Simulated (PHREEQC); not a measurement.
A column of 1 m (40 cells, dispersivity 0.035 m, 720 s a shift, diffusion coefficient 3e-10 m²/s) holds 0.036 eq of the database's cation exchanger X per kg of pore water, first in equilibrium with 37 mmol/kgw KBr, 8.1 mmol/kgw SrCl2 and 0.01 mmol/kgw HCl. It is flushed with 13 mmol/kgw KCl and 0.01 mmol/kgw HCl, at 25 °C. Values are for the last cell. CO2 from the air is kept out. Nothing may precipitate in this run.

The numbers come from PHREEQC with the ion-association model, phreeqc.dat.

| pore volumes | Br in solution (mol/kgw) | Sr in solution (mol/kgw) | K in solution (mol/kgw) | SrX2 on the exchanger (mol/kgw) |
|---|---|---|---|---|
| 0 | 0.0370 | 0.00810 | 0.0370 | 0.00887 |
| 0.5125 | 0.0368 | 0.00804 | 0.0369 | 0.00887 |
| 1.012 | 0.0159 | 0.00337 | 0.0235 | 0.00896 |
| 1.262 | 0.00570 | 0.00160 | 0.0160 | 0.00903 |
| 1.762 | 0.000385 | 0.000868 | 0.0117 | 0.00908 |
| 2.263 | 1.70e-5 | 0.000827 | 0.0114 | 0.00911 |
| 2.763 | 6.17e-7 | 0.000826 | 0.0113 | 0.00911 |
| 3.013 | 1.13e-7 | 0.000823 | 0.0114 | 0.00910 |
| 3.513 | 3.59e-9 | 0.000807 | 0.0114 | 0.00902 |
| 4.013 | 1.09e-10 | 0.000779 | 0.0114 | 0.00889 |
| 4.513 | 3.24e-12 | 0.000741 | 0.0115 | 0.00869 |
| 5.013 | 9.49e-14 | 0.000697 | 0.0116 | 0.00846 |
| 5.263 | 1.62e-14 | 0.000675 | 0.0117 | 0.00834 |
| 5.763 | 0 | 0.000630 | 0.0117 | 0.00808 |
| 6.263 | 0 | 0.000587 | 0.0118 | 0.00782 |
| 6.763 | 0 | 0.000547 | 0.0119 | 0.00756 |
| 7.013 | 0 | 0.000528 | 0.0119 | 0.00743 |
| 7.513 | 0 | 0.000492 | 0.0120 | 0.00718 |
| 8.012 | 0 | 0.000459 | 0.0121 | 0.00693 |
